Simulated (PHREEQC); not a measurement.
A solution holds 0.0043 mol ZnSO4, 0.054 mol KCl and 0.08 mol FeSO4 per kg of water, at 26 °C. Closed to the air; pH follows from the charge balance.

Equilibrium calculation in PHREEQC: ion-association model, wateq4f.dat.

This is a speciation only: nothing precipitates in the calculation.

Question: Order these S species by the share of S that they hold, largest first: Zn(SO4)2-2, SO4-2, ZnSO4, FeSO4, KSO4-.

Answer: SO4-2 (55 %), FeSO4 (37 %), KSO4- (5.0 %), ZnSO4 (2.0 %), Zn(SO4)2-2 (1.4 %)

Question: Order these Zn species by the share of Zn that they hold, largest first: Zn(SO4)2-2, ZnCl+, Zn+2, ZnSO4.

Answer: Zn+2 (45 %), ZnSO4 (39 %), Zn(SO4)2-2 (14 %), ZnCl+ (2.1 %)

The pH is 5.79 and the ionic strength 0.247 mol/kgw.
